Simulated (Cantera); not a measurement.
A freely propagating, adiabatic, planar premixed flame of CH₃OH : O₂ : N₂ = 1 : 1.58 : 5.94 (molar parts), unburnt at 375 K and 0.671 atm; mixture-averaged transport, grid criteria slope 0.08 and curve 0.16, no radiation.

Detailed kinetics in Cantera: GRI-Mech 3.0 (53 species, 325 reactions). GRI-Mech 3.0 was tuned for natural gas; its chemistry of methanol as a main component is partial and can be far from experiment. Burning velocities carry a grid error of a few per cent, more on coarse grids.

Q: How do the results move with these cheaper or finer settings: unity-Lewis-number transport; multicomponent transport; multicomponent+Soret transport; grid criteria slope 0.5, curve 1; grid criteria slope 0.25, curve 0.5; grid criteria slope 0.03, curve 0.06?

A: 
| setting | laminar burning velocity | thermal thickness | peak x(H₂) | peak x(C₂H) | grid points |
|---|---|---|---|---|---|
| as above | 60.9 cm/s | 0.464 mm | 0.0278 | <1e-8 | 141 |
| unity-Lewis-number transport | 43.3 cm/s | 0.603 mm | 0.0280 | <1e-8 | 130 |
| multicomponent transport | 61.1 cm/s | 0.473 mm | 0.0280 | <1e-8 | 141 |
| multicomponent+Soret transport | 59.7 cm/s | 0.478 mm | 0.0265 | <1e-8 | 142 |
| grid criteria slope 0.5, curve 1 | 72.6 cm/s | 0.496 mm | 0.0296 | <1e-8 | 36 |
| grid criteria slope 0.25, curve 0.5 | 65.0 cm/s | 0.478 mm | 0.0280 | <1e-8 | 58 |
| grid criteria slope 0.03, curve 0.06 | 59.2 cm/s | 0.464 mm | 0.0274 | <1e-8 | 351 |
The base run took roughly 15 core-seconds.
Unity Lewis numbers drop preferential diffusion, which matters most where H2 and H carry the flame; Soret adds thermal diffusion.
